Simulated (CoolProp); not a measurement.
Model: reference Helmholtz-energy equation of state, Lemmon 2006, in CoolProp. It is a short technical equation, of lower accuracy than the large ones.

Task: Give the vapour pressure (MPa), liquid density (kg/m³), enthalpy of vaporisation (kJ/kg), liquid cp (kJ/(kg K)) of saturated CH3F (R41) at 20.15 °C.

Result: 
```csv
T (°C),p (MPa),liquid density (kg/m³),enthalpy of vaporisation (kJ/kg),liquid cp (kJ/(kg K))
20.15,3.41,598,261,3.35
```
